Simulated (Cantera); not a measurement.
**Stirred combustor or abatement burner**

A perfectly stirred reactor is fed with CO : H₂ : CH₄ : O₂ : N₂ = 1 : 0.19 : 0.8 : 3.92 : 14.7 (molar parts), equivalence ratio 0.56, at 0.849 atm; it is adiabatic with a 648 K inlet, and is followed from long to short residence time, starting on the burning branch (τ in s: 0.079, 0.038, 0.018, 0.0089, 0.0043, 0.0021, 0.001, 0.00048, 0.00023, 0.00011, 5.4e-05).

Model: GRI-Mech 3.0 (53 species, 325 reactions), integrated in Cantera.

| τ (s) | T (K) | x CO | x H₂ | x CH₄ | x NO₂ | x NO | x C₂H |
|---|---|---|---|---|---|---|---|
| 0.079 | 1939 | 0.00103 | 0.000193 | 4.70e-6 | 1.16e-7 | 0.000110 | <1e-12 |
| 0.038 | 1931 | 0.00158 | 0.000293 | 7.58e-6 | 8.00e-8 | 8.09e-5 | <1e-12 |
| 0.018 | 1918 | 0.00248 | 0.000456 | 1.22e-5 | 5.27e-8 | 5.93e-5 | <1e-12 |
| 0.0089 | 1900 | 0.00375 | 0.000688 | 1.90e-5 | 3.39e-8 | 4.33e-5 | <1e-12 |
| 0.0043 | 1873 | 0.00565 | 0.00103 | 3.05e-5 | 2.09e-8 | 3.09e-5 | 1.43e-12 |
| 0.0021 | 1837 | 0.00827 | 0.00149 | 4.99e-5 | 1.33e-8 | 2.25e-5 | 2.19e-12 |
| 0.0010 | 1786 | 0.0120 | 0.00209 | 8.73e-5 | 8.80e-9 | 1.69e-5 | 3.47e-12 |
| 0.00048 | 1720 | 0.0173 | 0.00278 | 0.000165 | 6.03e-9 | 1.26e-5 | 5.87e-12 |
| 0.00023 | 1633 | 0.0257 | 0.00354 | 0.000361 | 3.75e-9 | 7.98e-6 | 1.14e-11 |
| 0.00011 | 1498 | 0.0419 | 0.00482 | 0.00122 | 1.48e-9 | 2.54e-6 | 3.25e-11 |
| 5.4e-5 | 648 | 0.0485 | 0.00922 | 0.0388 | <1e-12 | <1e-12 | <1e-12 |
x: mole fraction; the columns are a selection and need not sum to one.
